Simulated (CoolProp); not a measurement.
Aqueous magnesium chloride as a coolant, at 30 °C, 1 atm.

Computed with CoolProp (Melinder's fits for secondary coolants).

```csv
mass %,freezing point (°C),cp (kJ/(kg K)),conductivity (W/(m K)),density (kg/m³),Prandtl number
2.6,-1.5,4.038,0.608,1017,6.15
6.5,-4.2,3.820,0.601,1050,6.28
10.5,-9.0,3.598,0.592,1084,7.09
14.4,-15.6,3.397,___,1119,8.36
18.4,___,3.210,0.569,1155,9.68
22.4,-37.0,3.025,0.557,1195,15.6
26.3,-59.3,2.803,0.541,___,111
```

Task: Fill in the missing entries.

Result: 
- 14.4, conductivity (W/(m K)): 0.581
- 18.4, freezing point (°C): -24.3
- 26.3, density (kg/m³): 1239
